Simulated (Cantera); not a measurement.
An isothermal, constant-pressure homogeneous reactor starts with C2H6 : H2 = 1 : 1.1 (molar parts), at 1350 K and 0.00158 atm. Integrator tolerance rtol = 1e-08.

Computed with Cantera and GRI-Mech 3.0 (53 species, 325 reactions). GRI-Mech 3.0 stops at C3 and has no aromatics, soot or wall deposition, so with more carbon than oxygen in the feed, carbon stays in small species such as C2H2 where larger ones or solid carbon would form. Radical loss at walls, strong at low pressure, is not modelled.

### Question
What does this change do: pressure from 0.00158 atm to 0.987 atm?

### Answer
```tsv
quantity	before	after
x(C2H6) at 1.00 s	8.96e-5 (gas-phase equilibrium 1.63e-8)	0.00129 (gas-phase equilibrium 0.000753)
x(H2) at 1.00 s	0.541 (gas-phase equilibrium 0.754)	0.535 (gas-phase equilibrium 0.424)
x(H) at 1.00 s	2.71e-5 (gas-phase equilibrium 5.21e-5)	3.52e-6 (gas-phase equilibrium 1.56e-6)
x(C2H4) at 1.00 s	0.114 (gas-phase equilibrium 0.000438)	0.0858 (gas-phase equilibrium 0.0576)
x(CH2) at 1.00 s	7.18e-9 (gas-phase equilibrium 1.67e-10)	1.55e-10 (gas-phase equilibrium 7.65e-11)
x(C2H) at 1.00 s	3.12e-9 (gas-phase equilibrium 1.12e-8)	4.82e-10 (gas-phase equilibrium 2.23e-10)
x(CH3) at 1.00 s	0.000246 (gas-phase equilibrium 3.62e-6)	3.51e-5 (gas-phase equilibrium 3.12e-5)
```

### Question
What does this change do: pressure from 0.00158 atm to 0.0158 atm?

### Answer
| quantity | before | after |
|---|---|---|
| x(C2H6) at 1.00 s | 8.96e-5 (gas-phase equilibrium 1.63e-8) | 2.43e-5 (gas-phase equilibrium 1.50e-6) |
| x(H2) at 1.00 s | 0.541 (gas-phase equilibrium 0.754) | 0.606 (gas-phase equilibrium 0.736) |
| x(H) at 1.00 s | 2.71e-5 (gas-phase equilibrium 5.21e-5) | 7.14e-6 (gas-phase equilibrium 1.63e-5) |
| x(C2H4) at 1.00 s | 0.114 (gas-phase equilibrium 0.000438) | 0.0899 (gas-phase equilibrium 0.00413) |
| x(CH2) at 1.00 s | 7.18e-9 (gas-phase equilibrium 1.67e-10) | 3.15e-10 (gas-phase equilibrium 1.62e-10) |
| x(C2H) at 1.00 s | 3.12e-9 (gas-phase equilibrium 1.12e-8) | 1.04e-9 (gas-phase equilibrium 3.46e-9) |
| x(CH3) at 1.00 s | 0.000246 (gas-phase equilibrium 3.62e-6) | 3.98e-5 (gas-phase equilibrium 1.10e-5) |
